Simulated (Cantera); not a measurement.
Input (Python, Cantera):

```python
import numpy as np
import cantera as ct

gas = ct.Solution("gri30.yaml")
gas.TPX = 1448, 101325, {'CH4': 1, 'O2': 2.86, 'N2': 10.7}
reactor = ct.IdealGasConstPressureReactor(gas, energy="on", clone=False)
net = ct.ReactorNet([reactor])
net.rtol, net.atol = 1e-08, 1e-16
show = ['CH4', 'O2', 'HCN', 'CH3', 'N2O', 'CH2CO']
times = np.geomspace(7e-06, 0.1, 14)

steps = ct.SolutionArray(gas, extra=["t"])
rows = []
print(f"{'t/s':>10s}{'T/K':>9s}{'P/Pa':>11s}" + "".join(f"{s:>11s}" for s in show))
for t in times:
    while net.time < t:
        t_next = net.step()
        steps.append(gas.state, t=t_next)
    rows.append([np.interp(t, steps.t, y) for y in (steps.T, steps.P, *steps(*show).X.T)])
    print(f"{t:10.3e}{rows[-1][0]:9.1f}{rows[-1][1]:11.4g}" + "".join(f"{x:11.3e}" for x in rows[-1][2:]))
rate = np.gradient(steps.T, steps.t)
print("integrator steps:", len(steps.t))
if steps.T.max() > steps.T[0] + 200:
    print(f"time of steepest temperature rise: {steps.t[rate.argmax()]:.4e} s")
gas.TPX = 1448, 101325, {'CH4': 1, 'O2': 2.86, 'N2': 10.7}
gas.equilibrate("HP")
print(f"equilibrium (HP): T = {gas.T:.1f} K  " + "  ".join(f"{s} {gas[s].X[0]:.3e}" for s in show))
```

Result:

```
       t/s      T/K       P/Pa        CH4         O2        HCN        CH3        N2O      CH2CO
 7.000e-06   1448.0  1.013e+05  6.868e-02  1.964e-01  7.454e-20  3.360e-07  2.649e-13  1.011e-19
 1.461e-05   1448.0  1.013e+05  6.868e-02  1.964e-01  3.445e-19  7.382e-07  9.258e-13  4.288e-18
 3.050e-05   1448.0  1.013e+05  6.868e-02  1.964e-01  1.617e-18  1.674e-06  3.500e-12  1.836e-16
 6.367e-05   1448.0  1.013e+05  6.868e-02  1.964e-01  8.085e-18  4.093e-06  1.368e-11  9.482e-15
 1.329e-04   1448.0  1.013e+05  6.867e-02  1.964e-01  4.680e-17  1.141e-05  5.227e-11  6.966e-13
 2.774e-04   1448.0  1.013e+05  6.862e-02  1.964e-01  3.755e-16  3.728e-05  1.789e-10  8.496e-11
 5.791e-04   1449.0  1.013e+05  6.830e-02  1.962e-01  5.419e-15  1.127e-04  5.615e-10  1.364e-08
 1.209e-03   1460.0  1.013e+05  6.580e-02  1.945e-01  2.449e-13  2.828e-04  3.055e-09  1.982e-06
 2.523e-03   2589.2  1.013e+05  1.793e-17  6.017e-02  1.923e-11  1.734e-16  6.020e-07  1.866e-19
 5.267e-03   2585.1  1.013e+05  1.784e-17  5.816e-02  3.387e-11  1.689e-16  6.188e-07  1.801e-19
 1.099e-02   2579.2  1.013e+05  1.773e-17  5.598e-02  4.806e-11  1.644e-16  6.554e-07  1.742e-19
 2.295e-02   2576.4  1.013e+05  1.767e-17  5.494e-02  5.429e-11  1.622e-16  6.800e-07  1.713e-19
 4.791e-02   2576.1  1.013e+05  1.767e-17  5.483e-02  5.496e-11  1.620e-16  6.829e-07  1.709e-19
 1.000e-01   2576.1  1.013e+05  1.767e-17  5.482e-02  5.497e-11  1.620e-16  6.830e-07  1.709e-19
integrator steps: 1905
time of steepest temperature rise: 1.7182e-03 s
equilibrium (HP): T = 2576.1 K  CH4 2.491e-17  O2 5.482e-02  HCN 5.497e-11  CH3 2.284e-16  N2O 6.830e-07  CH2CO 1.990e-19
```

Detailed kinetics in Cantera: GRI-Mech 3.0 (53 species, 325 reactions).
